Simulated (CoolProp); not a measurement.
Vapour-liquid equilibrium of ethanol (1) + dimethyl carbonate (2) at 105.85 °C; x and y are mole fractions of (1).

Values from CoolProp's multi-fluid Helmholtz-energy mixture model, Schroeder 2014 and Zhou 2011; pair parameters Bell 2016.

**Question.** Give the bubble pressure and the first vapour's composition at x = 0.425, 0.5, 0.725. Is there an azeotrope?

**Answer.** x = 0.425: 0.2757 MPa, y = 0.588; x = 0.5: 0.2827 MPa, y = 0.627; x = 0.725: 0.2931 MPa, y = 0.738. y crosses x between x = 0.725 and 0.8: the model has an azeotrope there.

The pair parameters rest on a limited set of measurements; away from them the model extrapolates.
